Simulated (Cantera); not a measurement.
A perfectly stirred reactor is fed with H2 : O2 : N2 : H2O = 1 : 1 : 3.76 : 1.6 (molar parts), equivalence ratio 0.50, at 0.987 atm; it is adiabatic with a 350 K inlet, and is followed from long to short residence time, starting on the burning branch (τ in s: 0.15, 0.071, 0.033, 0.015, 0.0071, 0.0033, 0.0015, 0.00071, 0.00033, 0.00015, 7.2e-05, 3.3e-05, 1.6e-05).

Model: the H2/O2 subset of GRI-Mech 3.0, which has no nitrogen chemistry, integrated in Cantera.

**Question.** What does this change do: N2 3.76 to 6 parts?

**Answer.** 
```tsv
quantity	before	after
blow-out, bracketed by the residence times tried	burning at 0.330 ms, out at 0.150 ms	burning at 71.0 ms, out at 33.0 ms
x(H2) at τ = 0.150 s	0.000190	0.00226
x(O2) at τ = 0.150 s	0.0729	0.0560
x(H2O) at τ = 0.150 s	0.379	0.283
x(H2O2) at τ = 0.150 s	5.07e-7	8.32e-6
x(HO2) at τ = 0.150 s	6.19e-6	3.87e-5
x(H2) at τ = 1.50 ms	0.00429	0.104
x(O2) at τ = 1.50 ms	0.0744	0.104
x(H2O) at τ = 1.50 ms	0.373	0.167
x(H2O2) at τ = 1.50 ms	4.43e-6	<1e-12
x(HO2) at τ = 1.50 ms	6.76e-5	<1e-12
```

**Question.** What does this change do: H2 1 to 0.73 parts?

**Answer.** 
```tsv
quantity	before	after
blow-out, bracketed by the residence times tried	burning at 0.330 ms, out at 0.150 ms	not reached
x(H2) at τ = 0.150 s	0.000190	0.103
x(O2) at τ = 0.150 s	0.0729	0.141
x(H2O) at τ = 0.150 s	0.379	0.226
x(H2O2) at τ = 0.150 s	5.07e-7	<1e-12
x(HO2) at τ = 0.150 s	6.19e-6	<1e-12
x(H2) at τ = 1.50 ms	0.00429	0.103
x(O2) at τ = 1.50 ms	0.0744	0.141
x(H2O) at τ = 1.50 ms	0.373	0.226
x(H2O2) at τ = 1.50 ms	4.43e-6	<1e-12
x(HO2) at τ = 1.50 ms	6.76e-5	<1e-12
state	not reached	not burning at any residence time tried
```
